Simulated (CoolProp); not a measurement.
R1336mzz(Z) along the isobar 36.6 bar: Z from the reference equation and from simpler models built on Tc = 444.5 K, pc = 29.04 bar, ω = 0.386; each cubic takes its own stable root.

Computed with CoolProp (reference Helmholtz-energy equation of state, McLinden 2020).

| T (K) | phase | reference |
|---|---|---|
| 237.5 | liquid | 0.2001 |
| 257.7 | liquid | 0.1902 |
| 277.9 | liquid | 0.1823 |
| 298 | liquid | 0.1760 |
| 318.2 | liquid | 0.1712 |
| 338.4 | liquid | 0.1679 |
| 358.6 | liquid | 0.1661 |
| 378.8 | liquid | 0.1662 |
| 399 | liquid | 0.1687 |
| 419.2 | liquid | 0.1754 |
| 439.4 | liquid | 0.1930 |
| 459.6 | supercritical | 0.3323 |
| 479.8 | supercritical | 0.5612 |
| 500 | supercritical | 0.6603 |

### Question
How far does each simpler model (van der Waals, Peng-Robinson) lie from the reference over these 14 states: mean and median of the absolute difference, and the worst?

### Answer
- van der Waals: mean 58.8 %, median 71.8 %, worst +79.9 % at 237.5 K and 36.6 bar
- Peng-Robinson: mean 5.3 %, median 4.2 %, worst +15.2 % at 439.4 K and 36.6 bar
